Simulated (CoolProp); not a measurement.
Propyne at several states: fugacity coefficient from the reference equation and from simpler models built on Tc = 402.7 K, pc = 5658 kPa, ω = 0.204; each cubic takes its own stable root.

The numbers come from the reference Helmholtz-energy equation of state, Polt 1992 in CoolProp. This equation is an older, rougher fit; its heat capacities, sound speeds and derivatives of the liquid may be far off and weren't checked against measurements.

| T (K) | p (kPa) | phase | reference | van der Waals | Redlich-Kwong | Soave-Redlich-Kwong | Peng-Robinson |
|---|---|---|---|---|---|---|---|
| 470.6 | 22.5 | gas | 0.9992 | 0.9992 | 0.9991 | 0.9992 | 0.9991 |
| 297.6 | 472 | gas | 0.9213 | 0.9497 | 0.9342 | [?] | 0.9257 |
| 407.7 | 4010 | gas | 0.7717 | 0.7967 | 0.7747 | [?] | 0.7562 |
| 346.1 | 1090 | gas | 0.8913 | 0.9182 | 0.9002 | 0.8957 | 0.8882 |
| 334.3 | 8330 | liquid | 0.1767 | [?] | 0.2147 | [?] | 0.1777 |
| 439.8 | 3310 | gas | [?] | [?] | 0.8510 | 0.8567 | 0.8400 |

### Question
Some entries are withheld; supply them.

### Answer

- 297.6, Soave-Redlich-Kwong: 0.9295
- 407.7, Soave-Redlich-Kwong: 0.7758
- 334.3, van der Waals: 0.3077
- 334.3, Soave-Redlich-Kwong: 0.1858
- 439.8, reference: 0.8522
- 439.8, van der Waals: 0.8616
